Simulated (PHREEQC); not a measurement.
A made-up water analysis in mg/kgw, 68 °C, pH 6.57, pe -1.3: Na 0.00531; K 0.00325; Ca 0.107; Mg 0.0528; Cl 0.15; S(6) as SO4 0.149; Alkalinity as HCO3 0.16; Si as SiO2 0.00019.

Valence states are taken as typed.

Computed with PHREEQC (ion-association model, phreeqc.dat).

```json
{
  "ionic_strength": "1.66e-5 mol/kgw",
  "charge_balance_error": "0.2 %"
}
```

| species | molality | activity | log γ |
|---|---|---|---|
| Cl- | 4.23e-6 | 4.21e-6 | -0.002 |
| Ca+2 | 2.67e-6 | 2.61e-6 | -0.009 |
| HCO3- | 2.34e-6 | 2.33e-6 | -0.002 |
| Mg+2 | 2.17e-6 | 2.12e-6 | -0.009 |
| SO4-2 | 1.55e-6 | 1.52e-6 | -0.009 |
| CO2 | 1.26e-6 | 1.26e-6 | 0.000 |
| OH- | 5.46e-7 | 5.44e-7 | -0.002 |
| H+ | 2.70e-7 | 2.69e-7 | -0.002 |

This is a speciation only: nothing precipitates in the calculation. Away from 25 °C the constants follow the database's enthalpies or fits; those with neither stay at their 25 °C values.
